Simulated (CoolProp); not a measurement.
Saturation properties of R1132(E).

The numbers come from the reference Helmholtz-energy equation of state, Akasaka 2024 in CoolProp.

| T (K) | p (MPa) | liquid density (kg/m³) | vapour density (kg/m³) | liquid cp (kJ/(kg K)) |
|---|---|---|---|---|
| 269.6 | 0.7298 | 1013 | ___ | 1.732 |
| 274.6 | 0.8537 | 997.8 | 28.09 | 1.753 |
| 279.6 | 0.9926 | ___ | 32.70 | 1.779 |
| 284.6 | 1.148 | 965.3 | ___ | 1.808 |
| 289.6 | 1.320 | 948.0 | 43.86 | 1.844 |
| 294.7 | 1.514 | 929.5 | 50.74 | 1.886 |
| 299.7 | 1.725 | 910.4 | 58.43 | 1.936 |
| 304.7 | 1.956 | 890.2 | 67.22 | 1.997 |

Task: Complete the blanks.

Result: 
- 269.6, vapour density (kg/m³): 24.03
- 279.6, liquid density (kg/m³): 981.8
- 284.6, vapour density (kg/m³): 37.92
